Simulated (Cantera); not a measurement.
A closed system holds: 1 mol Si3N4, 0.071 mol CO2, 8.8 mol H2, held at 1100 °C and 1.80e-5 bar.

Equilibrium computed with Cantera from the NASA thermochemical tables; the gas is ideal and each condensed phase is pure. Candidate condensed phases: C, C6H6, C7H8, C8H18, H2O, Si, SiC, SiO2, Si2N2O, Si3N4; 151 gas species. Mutual solubility and eutectic melting of coexisting phases are not modelled. The numbers say what is thermodynamically allowed, not how fast it happens.

Question: What is the equilibrium state?

Answer: 
```json
{
  "x(H2)": "0.826",
  "x(N2)": "0.171",
  "x(SiO)": "0.00164",
  "x(H)": "0.000715",
  "x(CO)": "2.70e-5",
  "x(Si)": "2.16e-5",
  "n(Si(s))": "2.58 mol",
  "n(SiC(s))": "0.0707 mol",
  "n(Si2N2O(s))": "0.124 mol",
  "n(Si3N4(s))": "0.0262 mol",
  "gas_amount": "10.65 mol",
  "log10 activity of C(graphite) (absent)": "-2.37"
}
```
